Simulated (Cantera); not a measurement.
Charge: 1 mol Cu2O, 2.6 mol CH4, 2.3 mol H2, 6.1 mol C, equilibrated at 1323 K and 58.0 mbar.

Method: chemical equilibrium by Gibbs-energy minimisation in Cantera with the NASA 1993 tables (ideal gas, pure condensed phases). Candidate condensed phases: C, C6H6, C7H8, C8H18, Cu, CuO, Cu(OH)2, Cu2O, H2O; 113 gas species. The numbers say what is thermodynamically allowed, not how fast it happens.

Base state: H2 0.882, CO 0.118, CH4 0.000307, H2O 4.41e-5 (mole fractions); condensed: C(graphite) + Cu(s).

Question: What changes in the equilibrium state with this change: 0.35 mol NH3 added?

Answer: 
| species | before | after |
|---|---|---|
| H2 | 0.882 | 0.872 |
| CO | 0.118 | 0.109 |
| N2 | 0 | 0.0190 |
| HCN | 0 | 3.30e-5 |
| H2O | 4.41e-5 | 4.03e-5 |
| CH4 | 0.000307 | 0.000300 |
| C(graphite), mol | 7.70 | 7.70 |
| Cu(s), mol | 2.00 | 2.00 |

Question: What changes in the equilibrium state with this change: temperature from 1323 K to 2500 K?

Answer: 
| species | before | after |
|---|---|---|
| H2 | 0.882 | 0.636 |
| Cu | 4.63e-6 | 0.182 |
| CO | 0.118 | 0.0913 |
| H | 6.18e-6 | 0.0833 |
| Cu2 | <1e-9 | 0.000173 |
| C2H | <1e-9 | 6.47e-5 |
| C4H2 | <1e-9 | 3.07e-5 |
| C2H2 (acetylene) | 7.28e-7 | 0.00688 |
| C(graphite), mol | 7.70 | 7.55 |
| Cu(s), mol | 2.00 | 0 |
